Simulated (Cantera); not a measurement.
A closed system holds: 1 mol Si3N4, 0.87 mol H2O, held at 133 Pa.

Method: chemical equilibrium by Gibbs-energy minimisation in Cantera with the NASA 1993 tables (ideal gas, pure condensed phases). Candidate condensed phases: H2O, Si, SiO2, Si2N2O, Si3N4; 35 gas species. Mutual solubility and eutectic melting of coexisting phases are not modelled. The numbers say what is thermodynamically allowed, not how fast it happens. All values below are at 1377 °C.

Base state: N2 0.517, H2 0.463, SiO 0.0177, H 0.00169, Si 0.000201 (mole fractions); condensed: Si(s) + Si2N2O(s) + Si3N4(s).

Question: What changes in the equilibrium state with this change: H2O from 0.87 to 3.4 mol?

Answer: 
| species | before | after |
|---|---|---|
| H2 | 0.463 | 0.424 |
| SiO | 0.0177 | 0.325 |
| N2 | 0.517 | 0.250 |
| H2O | 2.52e-8 | 8.56e-5 |
| Si | 0.000201 | 9.94e-7 |
| H | 0.00169 | 0.00162 |
| Si(s), mol | 1.00 | 0 |
| Si2N2O(s), mol | 0.837 | 0 |
| Si3N4(s), mol | 0.0967 | 0 |
| SiO2(β-quartz), mol | 0 | 0.399 |
The tables hold silica as quartz up to 1696 K and as liquid above; real silica turns to tridymite and cristobalite and melts near 1996 K.
